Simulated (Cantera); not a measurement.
Input (Python, Cantera) and output of one run.

```python
import numpy as np
import cantera as ct

gas_names = """
    C CH CH2 CH3 CH4 C2 C2H C2H2,acetylene C2H2,vinylidene C2H3,vinyl C2H4 C2H5 C2H6 C3 C3H3,propargyl
    C3H4,allene C3H4,propyne C3H4,cyclo- C3H5,allyl C3H6,propylene C3H6,cyclo- C3H7,n-propyl
    C3H7,i-propyl C3H8 C4 C4H2 C4H4,1,3-cyclo- C4H6,butadiene C4H6,2-butyne C4H6,cyclo- C4H8,1-butene
    C4H8,cis2-buten C4H8,tr2-butene C4H8,isobutene C4H8,cyclo- C4H9,n-butyl C4H9,i-butyl C4H9,s-butyl
    C4H9,t-butyl C4H10,isobutane C4H10,n-butane C5 C5H6,1,3cyclo- C5H8,cyclo- C5H10,1-pentene
    C5H10,cyclo- C5H11,pentyl C5H11,t-pentyl C5H12,n-pentane C5H12,i-pentane CH3C(CH3)2CH3 C6H2
    C6H5,phenyl C6H6 C6H10,cyclo- C6H12,1-hexene C6H12,cyclo- C6H13,n-hexyl C7H7,benzyl C7H8
    C7H14,1-heptene C7H15,n-heptyl C7H16,n-heptane C8H8,styrene C8H10,ethylbenz C8H16,1-octene
    C8H17,n-octyl C8H18,isooctane C8H18,n-octane C9H19,n-nonyl C10H8,naphthale C10H21,n-decyl
    C12H9,o-bipheny C12H10,bipheny H H2 Si SiC SiC2 SiC4H12 SiH SiH2 SiH3 SiH4 Si2 Si2C Si3
""".split()
cond_names = """
    C(gr) C6H6(L) C7H8(L) C8H18(L),n-octa Si(cr) Si(L) SiC(b)
""".split()


def load(file, names, dense=False):
    # The tables refer to 1 bar. Condensed volumes are neglected.
    table = {s.name: s for s in ct.Species.list_from_file(file)}
    out = []
    for n in names:
        d = dict(table[n].input_data)
        d["thermo"] = dict(d["thermo"], **{"reference-pressure": 1e5})
        if dense:
            d["equation-of-state"] = {"model": "constant-volume", "density": "1e6 g/cm^3"}
        out.append(ct.Species.from_dict(d))
    return out


gas = ct.Solution(thermo="ideal-gas", species=load("nasa_gas.yaml", gas_names))
cond = {s.name: ct.Solution(thermo="fixed-stoichiometry", species=[s], name=s.name)
        for s in load("nasa_condensed.yaml", cond_names, dense=True)}
atoms = {
    'Si(CH3)4': {'Si': 1, 'C': 4, 'H': 12},
    'CH4': {'C': 1, 'H': 4},
    'H2': {'H': 2},
}
top_T = {'C(gr)': 4500, 'SiC(b)': 3050}  # K; cautious upper limits of use, not melting points


def equilibrate(T, P, feed):
    n = {}
    for name, mol in feed.items():
        for a, k in atoms[name].items():
            n[a] = n.get(a, 0.0) + k * mol
    gas.TPX = T, P, n
    mass = sum(n.values()) * gas.mean_molecular_weight
    gas.equilibrate("TP")
    valid = [c for c in cond.values() if c.min_temp <= T <= top_T.get(c.name, c.max_temp)]
    mix = ct.Mixture([(gas, mass / gas.mean_molecular_weight)] + [(c, 0.0) for c in valid])
    mix.T, mix.P = T, P
    mix.equilibrate("TP", solver="vcs", rtol=1e-11, max_steps=5000)
    return mix


results = []
feed = {'Si(CH3)4': 1, 'CH4': 0.023, 'H2': 55}  # mol
P = 1100  # Pa
for T in [1623, 1698, 1773, 1848, 1923, 1998, 2073, 2148]:
    mix = equilibrate(T, P, feed)
    results.append((T, P, feed, dict(zip(mix.species_names, mix.species_moles))))

top = {s: max(r[3][s] / sum(r[3][g] for g in gas_names) for r in results) for s in gas_names}
cols = sorted((s for s in top if top[s] > 0.001), key=lambda s: -top[s])[:6]
seen = [c for c in cond_names if any(r[3].get(c, 0) > 1e-12 for r in results)]
print("log10 of partial pressures in bar; condensed amounts in mol")
print(f"{'T/K':>10s}" + "".join(f"{s[:9]:>10s}" for s in cols + seen))
for T, P, feed, n in results:
    ng = sum(n[g] for g in gas_names)
    print(f"{T:10.4g}" + "".join(f"{np.log10(max(n[s] / ng * P / 1e5, 1e-99)):10.3f}" for s in cols)
          + "".join(f"{n.get(c, 0):10.4g}" for c in seen))
```

Result:

```
log10 of partial pressures in bar; condensed amounts in mol
       T/K        H2         H C2H2,acet        Si     C(gr)    SiC(b)
      1623    -1.959    -5.140    -6.417    -8.750     3.018         1
      1698    -1.959    -4.819    -6.102    -8.016     3.014    0.9999
      1773    -1.960    -4.526    -5.814    -7.344     3.006    0.9997
      1848    -1.961    -4.256    -5.550    -6.728     2.992    0.9987
      1923    -1.963    -4.007    -5.308    -6.160     2.972    0.9954
      1998    -1.966    -3.778    -5.086    -5.636     2.945    0.9845
      2073    -1.970    -3.565    -4.882    -5.149     2.917    0.9518
      2148    -1.978    -3.369    -4.695    -4.698     2.911    0.8588
```

Cantera equilibrium calculation (NASA polynomials, part measured and part estimated; ideal gas, pure solids and liquids). Gases not in the tables: Si2H6 and higher silanes.
